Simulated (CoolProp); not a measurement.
Sulfur hexafluoride at 293.15 K and 0.49 MPa flows at 0.15 m/s in a round tube of 2 mm bore and 45 µm roughness, fully developed (64/Re and Nu = 3.66 if laminar; Colebrook and Gnielinski if turbulent). Each further row changes one setting.

The numbers come from the reference Helmholtz-energy equation of state, Guder 2009 in CoolProp.

```
case              Reynolds number  Darcy friction factor  pressure drop (Pa/m)  heat-transfer coefficient (W/(m² K))  mass flow (kg/h)
----------------  ---------------  ---------------------  --------------------  ------------------------------------  ----------------
as stated                     622                      …                     …                                  23.4                 …
velocity 0.3 m/s             1240                 0.0515                     …                                  23.4                 …
diameter 4 mm                1240                 0.0515                  4.52                                  11.7             0.212
```

**Question.** What belongs in the gaps?

**Answer.** 
- as stated, Darcy friction factor: 0.103
- as stated, pressure drop (Pa/m): 18.1
- as stated, mass flow (kg/h): 0.0530
- velocity 0.3 m/s, pressure drop (Pa/m): 36.2
- velocity 0.3 m/s, mass flow (kg/h): 0.106

Viscosity comes from a separate model (Quiñones-Cisneros 2012). Thermal conductivity comes from a separate model (Assael 2012).
